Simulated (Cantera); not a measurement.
Feed: 1 mol Al, 12 mol H2O, 8.5 mol N2, 15 mol NH3, at 1625 °C and 101000 Pa.

These are equilibrium values from Cantera (NASA tables, ideal gas, pure condensed phases), not measurements of a reactor. Candidate condensed phases: Al, AlN, Al2O3, H2O; 35 gas species. Gases not in the tables: Al(OH)3. The numbers say what is thermodynamically allowed, not how fast it happens.

Base state: H2 0.475, N2 0.317, H2O 0.208, H 0.000535, OH 1.92e-5 (mole fractions); condensed: Al2O3(s).

Q: What changes in the equilibrium state with this change: NH3 from 15 to 1.8 mol?

A: 
| species | before | after |
|---|---|---|
| H2O | 0.208 | 0.436 |
| N2 | 0.317 | 0.390 |
| H2 | 0.475 | 0.174 |
| OH | 1.92e-5 | 6.63e-5 |
| H | 0.000535 | 0.000324 |
| Al2O3(s), mol | 0.500 | 0.500 |
